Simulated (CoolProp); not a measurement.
The numbers come from the reference Helmholtz-energy equation of state, Bücker 2006 in CoolProp.

Question: Give the vapour pressure (bar), liquid density (kg/m³), vapour density (kg/m³), surface tension (mN/m) of saturated isobutane at 213.3 K.

Answer: 
```
T (K)  p (bar)  liquid density (kg/m³)  vapour density (kg/m³)  surface tension (mN/m)
-----  -------  ----------------------  ----------------------  ----------------------
213.3   0.0936                     644                   0.309                    19.9
```

Surface tension comes from a separate correlation (Mulero 2012).
